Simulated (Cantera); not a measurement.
Feed: 1 mol CaCl₂, 1.1 mol O₂, a varied amount of H₂, equilibrated at 1750 °C and 133 Pa.

Method: chemical equilibrium by Gibbs-energy minimisation in Cantera with the NASA 1993 tables (ideal gas, pure condensed phases). Candidate condensed phases: Ca, CaCl₂, CaO, Ca(OH)₂, H₂O; 21 gas species. Condensed phases not in the tables: oxide chlorides. Rates play no part.

x: gas mole fraction; n: condensed amount in mol.

```json
[
 {"n(H₂) (mol)": "3.5", "x H₂": "0.277", "x H₂O": "0.375", "x HCl": "0.184", "x CaCl₂": "0.117", "x H": "0.0274", "x Cl": "0.0135", "n CaO(s)": "0.451"},
 {"n(H₂) (mol)": "5.9", "x H₂": "0.508", "x H₂O": "0.247", "x HCl": "0.121", "x CaCl₂": "0.0767", "x H": "0.0371", "x Cl": "0.00655", "n CaO(s)": "0.440"},
 {"n(H₂) (mol)": "8.4", "x H₂": "0.624", "x H₂O": "0.182", "x HCl": "0.0887", "x CaCl₂": "0.0560", "x H": "0.0411", "x Cl": "0.00434", "n CaO(s)": "0.432"},
 {"n(H₂) (mol)": "11", "x H₂": "0.693", "x H₂O": "___", "x HCl": "___", "x CaCl₂": "___", "x H": "0.0433", "x Cl": "___", "n CaO(s)": "0.424"},
 {"n(H₂) (mol)": "13", "x H₂": "0.729", "x H₂O": "0.123", "x HCl": "0.0595", "x CaCl₂": "0.0372", "x H": "0.0444", "x Cl": "0.00269", "n CaO(s)": "0.417"},
 {"n(H₂) (mol)": "16", "x H₂": "0.767", "x H₂O": "0.102", "x HCl": "0.0490", "x CaCl₂": "0.0304", "x H": "0.0455", "x Cl": "0.00216", "n CaO(s)": "0.406"},
 {"n(H₂) (mol)": "18", "x H₂": "0.785", "x H₂O": "0.0916", "x HCl": "0.0438", "x CaCl₂": "0.0271", "x H": "0.0461", "x Cl": "0.00191", "n CaO(s)": "0.398"},
 {"n(H₂) (mol)": "21", "x H₂": "0.807", "x H₂O": "0.0796", "x HCl": "___", "x CaCl₂": "___", "x H": "0.0467", "x Cl": "___", "n CaO(s)": "0.386"},
 {"n(H₂) (mol)": "23", "x H₂": "0.818", "x H₂O": "0.0733", "x HCl": "0.0346", "x CaCl₂": "0.0212", "x H": "0.0470", "x Cl": "0.00148", "n CaO(s)": "0.377"},
 {"n(H₂) (mol)": "25", "x H₂": "0.827", "x H₂O": "0.0680", "x HCl": "0.0320", "x CaCl₂": "0.0195", "x H": "0.0473", "x Cl": "0.00136", "n CaO(s)": "0.368"}
]
```

Task: Fill in the missing entries.

Result: 
- 21, x HCl: 0.0378
- 21, x CaCl₂: 0.0232
- 21, x Cl: 0.00163
- 11, x H₂O: 0.143
- 11, x HCl: 0.0695
- 11, x CaCl₂: 0.0436
- 11, x Cl: 0.00322
